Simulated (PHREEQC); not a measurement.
Consider water at 83 °C with 0.22 mol/kgw H2SO4, 0.055 mol/kgw FeCl3 and 0.00054 mol/kgw CuCl2. Closed to the air; pH follows from the charge balance.

The numbers come from PHREEQC with the ion-association model, phreeqc.dat.

```
quantity                    before     after
------------------------  --------  --------
pH                            0.74      0.75
ionic strength (mol/kgw)     0.395     0.364
HSO4- (mol/kgw)              0.172     0.206
Cl- (mol/kgw)                0.153    0.0939
SO4-2 (mol/kgw)            0.00793   0.00946
CuCl+ (mol/kgw)           0.000255  0.000195
```

Which change was made?
A. FeCl3 replaced by ZnCl2 at the same molality
B. temperature from 83 to 55 °C
C. H2SO4 replaced by NaHSO4 at the same molality
D. FeCl3 left out

A, FeCl3 replaced by ZnCl2 at the same molality

This is a speciation only: nothing precipitates in the calculation. Some of these states are supersaturated (in Hematite (slow to form), Goethite (slow to form), for instance). Constants without temperature data keep their 25 °C values here.
